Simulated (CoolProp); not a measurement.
Vapour-liquid equilibrium of R134a (1) + n-butane (2) at 0.457 MPa; x and y are mole fractions of (1).

The numbers come from the multi-fluid Helmholtz-energy mixture model, Tillner-Roth 1994 and Bücker 2006; pair parameters Bell 2016 in CoolProp.

```tsv
x	bubble temperature, mixture model (°C)	bubble temperature, Raoult's law (°C)	y, mixture model	y, Raoult's law
0.05	33.5	43.9	0.317	0.123
0.2	17.0	36.3	0.619	0.403
0.35	12.8	30.2	___	0.594
0.5	11.5	25.2	___	0.732
0.65	10.7	20.9	0.743	0.836
0.8	10.4	17.2	0.793	0.917
0.95	___	13.9	0.919	0.981
```

**Question.** Complete the blanks.

**Answer.** 
- 0.35, y, mixture model: 0.687
- 0.5, y, mixture model: 0.715
- 0.95, bubble temperature, mixture model (°C): 11.6

The largest gap from Raoult's law is -19.3 K in bubble temperature, at x = 0.2. y crosses x between x = 0.65 and 0.8: the model has an azeotrope there.

The pair parameters rest on a limited set of measurements; away from them the model extrapolates. With so large a gap from Raoult's law the liquid may split in two, which this calculation doesn't test in full.
